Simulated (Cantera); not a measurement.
A closed system holds: 1 mol MgCO3, 0.39 mol H2O, 0.051 mol CO2, held at 1650 °C and 1.00 Torr.

Cantera equilibrium calculation (NASA polynomials, part measured and part estimated; ideal gas, pure solids and liquids). Candidate condensed phases: C, C6H6, C7H8, C8H18, H2O, Mg, MgCO3, MgO, Mg(OH)2; 116 gas species. Kinetics and transport are ignored.

Base state: CO2 0.636, H2O 0.249, CO 0.0648, O2 0.0332, OH 0.00721, H2 0.00591, H 0.00199, O 0.00181 (mole fractions); condensed: MgO(s).

Problem. What changes in the equilibrium state with this change: MgCO3 replaced by CaCO3?

Solution. 
```json
[
 {"species": "CO2", "before": "0.636", "after": "0.636"},
 {"species": "H2O", "before": "0.249", "after": "0.249"},
 {"species": "CO", "before": "0.0648", "after": "0.0648"},
 {"species": "Mg", "before": "8.62e-5", "after": "0"},
 {"species": "O2", "before": "0.0332", "after": "0.0332"},
 {"species": "Ca(OH)2", "before": "0", "after": "1.37e-5"},
 {"species": "H2", "before": "0.00591", "after": "0.00592"},
 {"species": "O", "before": "0.00181", "after": "0.00181"},
 {"species": "MgO(s), mol", "before": "1.000", "after": "0"},
 {"species": "CaO(s), mol", "before": "0", "after": "1.000"}
]
```
Further candidate phases: Ca, CaCO3, CaO, Ca(OH)2.
